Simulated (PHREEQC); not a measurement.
Make-up at 78 °C: 0.011 mol/kgw HF, 3.9e-05 mol/kgw NH4F and 0.28 mol/kgw NH4Br. Closed to the air; pH follows from the charge balance.

Computed with PHREEQC (ion-association model, phreeqc.dat).

No solid was allowed to form.

Problem. Predict the pH.

Solution. pH 2.79.

Problem. In which forms is F present?

Solution. HF 80 %, F- 19 %, HF2- 1.4 % of the F.

At this temperature some constants are extrapolated from 25 °C, and those without enthalpy data are left unchanged.
